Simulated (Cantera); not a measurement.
Feed: 1 mol AlN, 0.036 mol Cl₂, equilibrated at 898.15 K and 750 Torr.

Cantera equilibrium calculation (NASA polynomials, part measured and part estimated; ideal gas, pure solids and liquids). Candidate condensed phases: Al, AlCl₃, AlN; 11 gas species. Equilibrium is a limit: real reactors are often held back by kinetics, nucleation or transport.

Base state: AlCl₃ 0.503, N₂ 0.374, Al₂Cl₆ 0.123 (mole fractions); condensed: AlN(s).

Question: What changes in the equilibrium state with this change: AlN replaced by Al₂O₃?

Answer: 
```tsv
species	before	after
Cl₂	<1e-9	1.000
Cl	<1e-9	7.14e-5
AlCl₃	0.503	6.70e-6
N₂	0.374	0
Al₂Cl₆	0.123	<1e-9
AlN(s), mol	0.976	0
Al₂O₃(s), mol	0	1.00
```
Condensed phases not in the tables: AlOCl. Further candidate phases: Al₂O₃.

Question: What changes in the equilibrium state with this change: 0.00012 mol H₂O added?

Answer: 
```json
[
 {"species": "AlCl₃", "before": "0.503", "after": "0.500"},
 {"species": "N₂", "before": "0.374", "after": "0.372"},
 {"species": "Al₂Cl₆", "before": "0.123", "after": "0.121"},
 {"species": "HCl", "before": "0", "after": "0.00662"},
 {"species": "H₂", "before": "0", "after": "0.000408"},
 {"species": "AlN(s), mol", "before": "0.976", "after": "0.976"},
 {"species": "Al₂O₃(s), mol", "before": "0", "after": "4.00e-5"}
]
```
Condensed phases not in the tables: AlOCl. Further candidate phases: Al₂O₃, H₂O, NH₄Cl.

Question: What changes in the equilibrium state with this change: temperature from 898.15 K to 1425 K?

Answer: 
| species | before | after |
|---|---|---|
| AlCl₃ | 0.503 | 0.663 |
| N₂ | 0.374 | 0.334 |
| AlCl₂ | 5.36e-8 | 0.00217 |
| Al₂Cl₆ | 0.123 | 0.000789 |
| AlCl | <1e-9 | 7.42e-5 |
| AlN(s), mol | 0.976 | 0.976 |
The tables' values for AlCl₂ are old estimates; treat these amounts as uncertain.
